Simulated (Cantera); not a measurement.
Charge: 1 mol Al2O3, 1.7 mol N2, held at 1748.15 K and 2.25 Torr.

These are equilibrium values from Cantera (NASA tables, ideal gas, pure condensed phases), not measurements of a reactor. Candidate condensed phases: Al, AlN, Al2O3; 16 gas species. The numbers say what is thermodynamically allowed, not how fast it happens.

Base state: N2 1.00 (mole fractions); condensed: Al2O3(s).

Q: What changes in the equilibrium state with this change: 0.0046 mol CH4 added?

A: 
| species | before | after |
|---|---|---|
| N2 | 1.00 | 0.991 |
| H2 | 0 | 0.00522 |
| CO | 0 | 0.00268 |
| Al | 2.76e-8 | 0.000524 |
| H | 0 | 0.000302 |
| Al2O | <1e-9 | 0.000119 |
| Al2O3(s), mol | 1.00 | 0.998 |
| AlN(s), mol | 0 | 0.00189 |
Mutual solubility and eutectic melting of coexisting phases are not modelled. Further candidate phases: C, C6H6, C7H8, C8H18, H2O.
